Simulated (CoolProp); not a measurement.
The numbers come from the reference Helmholtz-energy equation of state, Smukala 2000 in CoolProp.

For ethylene, give the phase and the density (kg/m³), cp (kJ/(kg K)), isothermal compressibility (1/MPa), expansivity (1/kK) at 176.85 °C and 44.8 bar.


- 176.85 °C and 44.8 bar: gas; density 35.7, cp 2.22, isothermal compressibility 0.236, expansivity 2.82
